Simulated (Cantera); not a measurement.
Catalytic stagnation flow on Pt

A jet of CH4 : O2 : N2 = 0.077 : 0.18 : 0.79 (molar parts), equivalence ratio 0.86 at 300 K and 0.0340 bar hits a platinum plate 2.4 cm away at a mass flux of 0.14 kg/m²/s; the plate temperature is set and raised in steps from an oxygen-covered start.

Computed with Cantera and Deutschmann's 1995 Pt surface mechanism with GRI-Mech 3.0 gas chemistry. Catalytic surfaces can have several steady states; this one follows from the mechanism file's or the stated starting coverage.

| plate T (K) | wall x CH4 | wall x O2 | wall x H2O | wall x OH | wall x CO | wall x CO2 | θ free Pt | θ O* |
|---|---|---|---|---|---|---|---|---|
| 950 | 0.0596 | 0.142 | 0.0263 | 1.24e-7 | 3.45e-5 | 0.0173 | 0.315 | 0.684 |
| 1000 | 0.0533 | 0.128 | 0.0380 | 3.71e-7 | 4.29e-5 | 0.0250 | 0.394 | 0.605 |
| 1050 | 0.0471 | 0.115 | 0.0495 | 9.50e-7 | 5.19e-5 | 0.0327 | 0.473 | 0.526 |
| 1100 | 0.0416 | 0.103 | 0.0597 | 2.17e-6 | 6.25e-5 | 0.0396 | 0.549 | 0.450 |
| 1150 | 0.0369 | 0.0931 | 0.0682 | 4.50e-6 | 7.55e-5 | 0.0453 | 0.621 | 0.379 |
| 1200 | 0.0331 | 0.0852 | 0.0750 | 8.55e-6 | 9.23e-5 | 0.0498 | 0.686 | 0.314 |
| 1250 | 0.0302 | 0.0792 | 0.0801 | 1.51e-5 | 0.000115 | 0.0533 | 0.743 | 0.256 |
| 1300 | 0.0280 | 0.0747 | 0.0840 | 2.52e-5 | 0.000145 | 0.0559 | 0.793 | 0.207 |
x: mole fraction at the wall; θ: surface coverage.
